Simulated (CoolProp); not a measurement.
Values from CoolProp's reference Helmholtz-energy equation of state, Penoncello 2003.

For CHF3 (R23), give the phase and the Joule-Thomson coefficient (K/MPa), conductivity (mW/(m K)), Prandtl number, fugacity coefficient at 285.6 K and 10.8 bar; 302.1 K and 10.8 bar; 334.9 K and 10.8 bar.


- 285.6 K and 10.8 bar: gas; Joule-Thomson coefficient 14.9, conductivity 14.4, Prandtl number 0.840, fugacity coefficient 0.906
- 302.1 K and 10.8 bar: gas; Joule-Thomson coefficient 12.5, conductivity 15.2, Prandtl number 0.827, fugacity coefficient 0.923
- 334.9 K and 10.8 bar: gas; Joule-Thomson coefficient 9.18, conductivity 16.9, Prandtl number 0.832, fugacity coefficient 0.946

Viscosity comes from a separate model (Shan 2000). Thermal conductivity comes from a separate model (Shan 2000).
